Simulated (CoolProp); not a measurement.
Vapour-liquid equilibrium of propylene (1) + R152A (2) at -98.95 °C; x and y are mole fractions of (1).

Values from CoolProp's multi-fluid Helmholtz-energy mixture model, Lemmon 2013 and Outcalt 1996; pair parameters Bell 2016.

```tsv
x	bubble pressure, mixture model (MPa)	bubble pressure, Raoult's law (MPa)	y, mixture model	y, Raoult's law
0.05	0.001565	0.0008315	…	0.263
0.2	0.003221	0.001391	0.830	0.629
0.35	…	0.001951	0.869	0.785
0.5	…	0.002511	0.880	0.872
0.65	0.004121	0.003071	0.887	0.926
0.8	0.004227	0.003630	0.902	0.964
0.95	0.004363	0.004190	…	0.992
```

Question: What belongs in the gaps?

Answer: 
- 0.05, y, mixture model: 0.607
- 0.35, bubble pressure, mixture model (MPa): 0.003855
- 0.5, bubble pressure, mixture model (MPa): 0.004047
- 0.95, y, mixture model: 0.958

The largest gap from Raoult's law is +131.6 % in bubble pressure, at x = 0.2. No azeotrope shows between x = 0.05 and 0.95.

The pair parameters rest on a limited set of measurements; away from them the model extrapolates. With so large a gap from Raoult's law the liquid may split in two, which this calculation doesn't test in full.
